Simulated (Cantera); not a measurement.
Charge: 1 mol Si₃N₄, 4.3 mol CO₂, 140 mol N₂, equilibrated at 923.15 K and 13.3 mbar.

Method: chemical equilibrium by Gibbs-energy minimisation in Cantera with the NASA 1993 tables (ideal gas, pure condensed phases). Candidate condensed phases: C, Si, SiC, SiO₂, Si₂N₂O, Si₃N₄; 34 gas species. Equilibrium is a limit: real reactors are often held back by kinetics, nucleation or transport.

Base state: N₂ 0.982, CO 0.0180, CO₂ 1.35e-5 (mole fractions); condensed: C(graphite) + SiO₂(β-quartz).

Task: What changes in the equilibrium state with this change: temperature from 923.15 K to 1548.15 K?

Result: 
| species | before | after |
|---|---|---|
| N₂ | 0.982 | 0.968 |
| CO | 0.0180 | 0.0294 |
| SiO | <1e-9 | 0.00248 |
| CO₂ | 1.35e-5 | 2.10e-6 |
| C(graphite), mol | 1.70 | 0 |
| SiO₂(β-quartz), mol | 3.00 | 1.75 |
| Si₂N₂O(s), mol | 0 | 0.446 |
Mutual solubility and eutectic melting of coexisting phases are not modelled. The tables hold silica as quartz up to 1696 K and as liquid above; real silica turns to tridymite and cristobalite and melts near 1996 K.
